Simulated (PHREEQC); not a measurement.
A PHREEQC speciation (ion-association model, wateq4f.dat) at 25 °C gives pH 4.29 and these molalities:

| species | mol/kgw |
|---|---|
| NO3- | 0.189 |
| Pb+2 | 0.0684 |
| PbNO3+ | 0.0515 |
| H+ | 6.46e-5 |
| Pb2OH+3 | 5.42e-5 |

What are the element totals, and what could have been dissolved in 1 kg of water to give them?

This is not unique; one that fits is totals N(5) 0.240, Pb 0.120 mol/kgw, from 0.12 mol Pb(NO3)2 per kg of water.

Precipitation was switched off in this run.
